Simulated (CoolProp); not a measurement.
A Linde-Hampson liquefier for dry air: isothermal reversible compression at 300 K from 1 atm to 30 MPa, throttling to 1 atm, return gas leaving the recuperator 2 K below the feed. Each further row changes one setting.

Model: reference Helmholtz-energy equation of state, Lemmon 2000, in CoolProp. It is a pseudo-pure fit of the blend.

```
case                        liquid yield per pass  compression work (kJ/kg of gas)
--------------------------  ---------------------  -------------------------------
as stated                                   0.095                              491
high pressure 60 MPa                        0.093                              565
warm-end temperature 330 K                  0.069                              544
warm-end gap 7 K                            0.084                              491
```
